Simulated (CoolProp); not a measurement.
Vapour-liquid equilibrium of R125 (1) + fluoroethane (R161) (2) at 271.4 K; x and y are mole fractions of (1).

The numbers come from the multi-fluid Helmholtz-energy mixture model, Lemmon 2005 and Wu 2012; pair parameters Bell 2016 in CoolProp.

Give the bubble pressure and the first vapour's composition at x = 0.05, 0.275, 0.65. Is there an azeotrope?

x = 0.05: 4.203 bar, y = 0.067; x = 0.275: 4.717 bar, y = 0.367; x = 0.65: 5.699 bar, y = 0.736. No azeotrope shows between x = 0.05 and 0.95.

Pair parameters are fitted to limited data, so mixtures are less certain than the pure fluids. The gap from Raoult's law changes sign with composition, which may be real or a fault of the pair parameters; it wasn't checked against measurements.
